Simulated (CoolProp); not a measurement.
R142b at several states: Z from the reference equation and from simpler models built on Tc = 410.3 K, pc = 40.55 bar, ω = 0.232; each cubic takes its own stable root.

Values from CoolProp's reference Helmholtz-energy equation of state, Lemmon 2006. It is a short technical equation, of lower accuracy than the large ones.

```csv
T (K),p (bar),phase,reference,van der Waals,Peng-Robinson
460.3,0.862,gas,0.9950,0.9952,0.9944
417.6,230,supercritical,___,0.9978,0.7048
455.2,129,supercritical,0.4811,0.6176,___
230.3,0.102,gas,0.9933,0.9972,0.9952
296.4,0.289,gas,0.9927,0.9955,0.9931
241.4,40.1,liquid,___,0.2653,___
```

Question: What belongs in the gaps?

Answer: 
- 417.6, reference: 0.7184
- 455.2, Peng-Robinson: 0.5073
- 241.4, reference: 0.1606
- 241.4, Peng-Robinson: 0.1575
